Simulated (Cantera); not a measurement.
Input: 1 mol Al, 0.15 mol HCl, 0.053 mol O2, at 1598 K and 0.0590 bar.

Equilibrium computed with Cantera from the NASA thermochemical tables; the gas is ideal and each condensed phase is pure. Candidate condensed phases: Al, AlCl3, Al2O3, H2O; 29 gas species. Mutual solubility and eutectic melting of coexisting phases are not modelled. The tables' values for AlCl2 are old estimates; treat these amounts as uncertain. The numbers say what is thermodynamically allowed, not how fast it happens.

Base state: AlCl 0.658, H2 0.334, AlCl2 0.00508, Al 0.00102, Al2O 0.000993, HCl 0.000591, AlCl3 0.000216, H 0.000127 (mole fractions); condensed: Al(l) + Al2O3(s).

Question: What changes in the equilibrium state with this change: temperature from 1598 K to 1475 K?

Answer: 
```tsv
species	before	after
AlCl	0.658	0.646
H2	0.334	0.339
AlCl2	0.00508	0.0127
Al2O	0.000993	9.50e-5
AlCl3	0.000216	0.00212
Al	0.00102	0.000147
Al(l), mol	0.780	0.783
Al2O3(s), mol	0.0353	0.0353
```

Question: What changes in the equilibrium state with this change: O2 from 0.053 to 0.82 mol?

Answer: 
```tsv
species	before	after
HCl	0.000591	0.575
O2	<1e-9	0.291
Cl	1.77e-7	0.0628
AlCl	0.658	<1e-9
H2	0.334	2.53e-6
Cl2	<1e-9	0.0197
H2O	1.07e-8	0.0511
AlCl3	0.000216	1.91e-5
AlCl2	0.00508	1.27e-9
Al	0.00102	<1e-9
Al2O	0.000993	<1e-9
OH	<1e-9	0.000274
Al(l), mol	0.780	0
Al2O3(s), mol	0.0353	0.500
```
